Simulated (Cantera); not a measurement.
Input (Python, Cantera):

```python
import numpy as np
import cantera as ct

gas = ct.Solution("gri30.yaml")
gas.TPX = 1125, 31000, {'H2': 0.68, 'O2': 1, 'N2': 6.1}
reactor = ct.IdealGasConstPressureReactor(gas, energy="off", clone=False)
net = ct.ReactorNet([reactor])
net.rtol, net.atol = 1e-08, 1e-18
show = ['H2', 'O2', 'NO', 'O', 'H']
times = np.geomspace(3e-06, 30, 14)

steps = ct.SolutionArray(gas, extra=["t"])
rows = []
print(f"{'t/s':>10s}{'T/K':>9s}{'P/Pa':>11s}" + "".join(f"{s:>11s}" for s in show))
for t in times:
    while net.time < t:
        t_next = net.step()
        steps.append(gas.state, t=t_next)
    rows.append([np.interp(t, steps.t, y) for y in (steps.T, steps.P, *steps(*show).X.T)])
    print(f"{t:10.3e}{rows[-1][0]:9.1f}{rows[-1][1]:11.4g}" + "".join(f"{x:11.3e}" for x in rows[-1][2:]))
rate = np.gradient(steps.T, steps.t)
print("integrator steps:", len(steps.t))
if steps.T.max() > steps.T[0] + 200:
    print(f"time of steepest temperature rise: {steps.t[rate.argmax()]:.4e} s")
gas.TPX = 1125, 31000, {'H2': 0.68, 'O2': 1, 'N2': 6.1}
gas.equilibrate("TP")
print(f"equilibrium (TP): T = {gas.T:.1f} K  " + "  ".join(f"{s} {gas[s].X[0]:.3e}" for s in show))
```

It prints:

```
       t/s      T/K       P/Pa         H2         O2         NO          O          H
 3.000e-06   1125.0    3.1e+04  8.740e-02  1.285e-01  7.273e-24  1.015e-11  1.515e-10
 1.037e-05   1125.0    3.1e+04  8.740e-02  1.285e-01  3.056e-22  9.591e-11  5.579e-10
 3.581e-05   1125.0    3.1e+04  8.740e-02  1.285e-01  1.397e-20  1.064e-09  3.953e-09
 1.237e-04   1125.0    3.1e+04  8.740e-02  1.285e-01  4.214e-17  1.536e-07  5.331e-07
 4.275e-04   1125.0    3.1e+04  1.038e-02  9.242e-02  1.405e-06  6.860e-03  1.874e-02
 1.477e-03   1125.0    3.1e+04  4.261e-04  8.868e-02  2.468e-06  2.535e-04  9.129e-05
 5.104e-03   1125.0    3.1e+04  3.504e-05  8.869e-02  2.436e-06  1.707e-05  1.613e-06
 1.763e-02   1125.0    3.1e+04  2.683e-06  8.870e-02  2.420e-06  2.022e-06  6.257e-08
 6.093e-02   1125.0    3.1e+04  2.436e-07  8.870e-02  2.435e-06  3.570e-07  4.266e-09
 2.105e-01   1125.0    3.1e+04  4.291e-08  8.871e-02  2.454e-06  8.275e-08  4.640e-10
 7.273e-01   1125.0    3.1e+04  1.048e-08  8.871e-02  2.464e-06  2.202e-08  6.359e-11
 2.513e+00   1125.0    3.1e+04  3.092e-09  8.871e-02  2.465e-06  6.573e-09  1.071e-11
 8.683e+00   1125.0    3.1e+04  1.490e-09  8.871e-02  2.458e-06  2.888e-09  3.515e-12
 3.000e+01   1125.0    3.1e+04  1.346e-09  8.871e-02  2.456e-06  2.510e-09  2.972e-12
integrator steps: 1805
equilibrium (TP): T = 1125.0 K  H2 1.338e-09  O2 8.867e-02  NO 7.075e-05  O 2.485e-09  H 2.938e-12
```

Detailed kinetics in Cantera: GRI-Mech 3.0 (53 species, 325 reactions). The temperature is held fixed by assumption; the heat of reaction is taken as removed at once.
